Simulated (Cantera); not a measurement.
A Cantera script and what it prints.

```python
import numpy as np
import cantera as ct

gas_names = [...]  # 103 gases of nasa_gas.yaml made of C, Cl, H
cond_names = """
    C(gr) C6H6(L) C7H8(L) C8H18(L),n-octa
""".split()


# ... load() reads the species with a 1 bar reference pressure and builds the phases ...
atoms = {
    'CH3Cl': {'C': 1, 'H': 3, 'CL': 1},
    'H2': {'H': 2},
}
top_T = {'C(gr)': 4500}  # K; cautious upper limits of use, not melting points


# ... equilibrate(T, P, feed) seeds the gas with the atoms and calls Mixture.equilibrate('TP', solver="vcs", rtol=1e-11, max_steps=5000) ...
results = []
feed = {'CH3Cl': 1, 'H2': 0.079}  # mol
P = 37  # Pa
for T in [2500, 2750, 3000, 3250, 3500, 3750, 4000, 4250, 4500, 4750, 5000]:
    mix = equilibrate(T, P, feed)
    results.append((T, P, feed, dict(zip(mix.species_names, mix.species_moles))))

top = {s: max(r[3][s] / sum(r[3][g] for g in gas_names) for r in results) for s in gas_names}
cols = sorted((s for s in top if top[s] > 0.0001), key=lambda s: -top[s])[:9]
seen = [c for c in cond_names if any(r[3].get(c, 0) > 1e-12 for r in results)]
print("log10 of partial pressures in bar; condensed amounts in mol")
print(f"{'T/K':>10s}" + "".join(f"{s[:9]:>10s}" for s in cols + seen))
for T, P, feed, n in results:
    ng = sum(n[g] for g in gas_names)
    print(f"{T:10.4g}" + "".join(f"{np.log10(max(n[s] / ng * P / 1e5, 1e-99)):10.3f}" for s in cols)
          + "".join(f"{n.get(c, 0):10.4g}" for c in seen))
```

Result:

```
log10 of partial pressures in bar; condensed amounts in mol
       T/K         H        CL         C        H2       HCL        C3        C2       C2H C2H2,acet     C(gr)
      2500    -3.708    -4.110    -6.779    -4.216    -4.468    -6.304    -7.339    -6.818    -6.182    0.9696
      2750    -3.610    -4.086    -5.423    -4.891    -5.207    -4.773    -5.787    -6.097    -6.442    0.3112
      3000    -3.608    -4.103    -4.717    -5.613    -5.941    -4.772    -5.343    -6.424    -7.664         0
      3250    -3.630    -4.128    -4.298    -6.272    -6.598    -5.308    -5.324    -7.079    -9.100         0
      3500    -3.643    -4.142    -4.169    -6.827    -7.148    -6.459    -5.768    -8.096   -10.779         0
      3750    -3.644    -4.144    -4.150    -7.291    -7.608    -7.736    -6.339    -9.154   -12.401         0
      4000    -3.645    -4.144    -4.146    -7.695    -8.008    -8.894    -6.865   -10.104   -13.843         0
      4250    -3.645    -4.144    -4.145    -8.051    -8.361    -9.924    -7.334   -10.948   -15.120         0
      4500    -3.645    -4.144    -4.145    -8.368    -8.675   -10.841    -7.754   -11.701   -16.256         0
      4750    -3.645    -4.145    -4.146    -8.652    -8.957   -11.665    -8.130   -12.376   -17.273         0
      5000    -3.645    -4.145    -4.148    -8.908    -9.212   -12.409    -8.472   -12.986   -18.191         0
```

Method: chemical equilibrium by Gibbs-energy minimisation in Cantera with the NASA 1993 tables (ideal gas, pure condensed phases).
